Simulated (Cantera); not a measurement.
Moist CO burnout

An isothermal, constant-pressure homogeneous reactor starts with CO : O₂ : H₂O : N₂ = 0.01 : 0.024 : 0.00032 : 1 (molar parts), equivalence ratio 0.21, at 1325 K and 1650 Torr.

Model: GRI-Mech 3.0 (53 species, 325 reactions), integrated in Cantera.

```csv
t (s),x CO,x O₂,x H₂O,x CO₂,x HO₂
1.00e-5,0.00967,0.0232,0.000309,1.47e-9,1.14e-12
2.64e-5,0.00967,0.0232,0.000309,3.90e-9,4.03e-12
6.96e-5,0.00967,0.0232,0.000309,1.05e-8,3.03e-11
0.000184,0.00967,0.0232,0.000309,3.08e-8,3.60e-10
0.000484,0.00967,0.0232,0.000309,1.21e-7,4.07e-9
0.00128,0.00967,0.0232,0.000309,1.29e-6,6.35e-8
0.00337,0.00940,0.0230,0.000301,0.000271,1.97e-6
0.00890,0.00410,0.0204,0.000291,0.00560,2.25e-6
0.0235,0.000980,0.0189,0.000303,0.00873,1.13e-6
0.0619,0.000162,0.0185,0.000308,0.00955,3.85e-7
0.163,1.89e-5,0.0185,0.000310,0.00970,7.65e-8
0.431,1.54e-6,0.0185,0.000310,0.00971,1.01e-8
1.14,1.01e-7,0.0185,0.000311,0.00972,1.32e-9
3.00,1.40e-8,0.0185,0.000311,0.00972,5.34e-10
```
x: mole fraction; the columns are a selection and need not sum to one.

Equilibrium at this temperature and pressure: CO 1.22e-8, O₂ 0.0184, H₂O 0.000311, CO₂ 0.00972, HO₂ 5.16e-10 (gas phase only).
